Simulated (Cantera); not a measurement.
Cantera run:

```python
import numpy as np
import cantera as ct

gas_names = """
    H HO2 H2 H2O H2O2 O OH O2 O3 Si SiH SiH2 SiH3 SiH4 SiO SiO2 Si2 Si3
""".split()
cond_names = """
    H2O(s) H2O(L) Si(cr) Si(L) SiO2(Lqz) SiO2(hqz) SiO2(L)
""".split()


def load(file, names, dense=False):
    # The tables refer to 1 bar. Condensed volumes are neglected.
    table = {s.name: s for s in ct.Species.list_from_file(file)}
    out = []
    for n in names:
        d = dict(table[n].input_data)
        d["thermo"] = dict(d["thermo"], **{"reference-pressure": 1e5})
        if dense:
            d["equation-of-state"] = {"model": "constant-volume", "density": "1e6 g/cm^3"}
        out.append(ct.Species.from_dict(d))
    return out


gas = ct.Solution(thermo="ideal-gas", species=load("nasa_gas.yaml", gas_names))
cond = {s.name: ct.Solution(thermo="fixed-stoichiometry", species=[s], name=s.name)
        for s in load("nasa_condensed.yaml", cond_names, dense=True)}
atoms = {
    'SiH4': {'Si': 1, 'H': 4},
    'H2O': {'H': 2, 'O': 1},
    'H2': {'H': 2},
}
top_T = {}  # K; cautious upper limits of use, not melting points


def equilibrate(T, P, feed):
    n = {}
    for name, mol in feed.items():
        for a, k in atoms[name].items():
            n[a] = n.get(a, 0.0) + k * mol
    gas.TPX = T, P, n
    mass = sum(n.values()) * gas.mean_molecular_weight
    gas.equilibrate("TP")
    valid = [c for c in cond.values() if c.min_temp <= T <= top_T.get(c.name, c.max_temp)]
    mix = ct.Mixture([(gas, mass / gas.mean_molecular_weight)] + [(c, 0.0) for c in valid])
    mix.T, mix.P = T, P
    mix.equilibrate("TP", solver="vcs", rtol=1e-11, max_steps=5000)
    return mix


results = []
T = 673  # K
P = 1800  # Pa
for m in [0.48, 1.6, 2.8, 3.9, 5.1, 6.2, 7.4, 8.5, 9.6, 11]:
    feed = {'SiH4': 1, 'H2O': m, 'H2': 45}  # mol
    mix = equilibrate(T, P, feed)
    results.append((T, P, feed, dict(zip(mix.species_names, mix.species_moles))))

top = {s: max(r[3][s] / sum(r[3][g] for g in gas_names) for r in results) for s in gas_names}
cols = sorted((s for s in top if top[s] > 1e-06), key=lambda s: -top[s])[:6]
seen = [c for c in cond_names if any(r[3].get(c, 0) > 1e-12 for r in results)]
print("log10 of partial pressures in bar; condensed amounts in mol")
print(f"{'n(H2O)':>10s}" + "".join(f"{s[:9]:>10s}" for s in cols + seen))
for T, P, feed, n in results:
    ng = sum(n[g] for g in gas_names)
    print(f"{feed['H2O']:10.4g}" + "".join(f"{np.log10(max(n[s] / ng * P / 1e5, 1e-99)):10.3f}" for s in cols)
          + "".join(f"{n.get(c, 0):10.4g}" for c in seen))
```

Result:

```
log10 of partial pressures in bar; condensed amounts in mol
    n(H2O)        H2       H2O    Si(cr) SiO2(Lqz)
      0.48    -1.745   -16.016      0.76      0.24
       1.6    -1.745   -16.016       0.2       0.8
       2.8    -1.752    -3.539         0         1
       3.9    -1.761    -3.173         0         1
       5.1    -1.771    -2.970         0         1
       6.2    -1.780    -2.847         0         1
       7.4    -1.790    -2.748         0         1
       8.5    -1.799    -2.676         0         1
       9.6    -1.807    -2.617         0         1
        11    -1.818    -2.554         0         1
```

These are equilibrium values from Cantera (NASA tables, ideal gas, pure condensed phases), not measurements of a reactor.
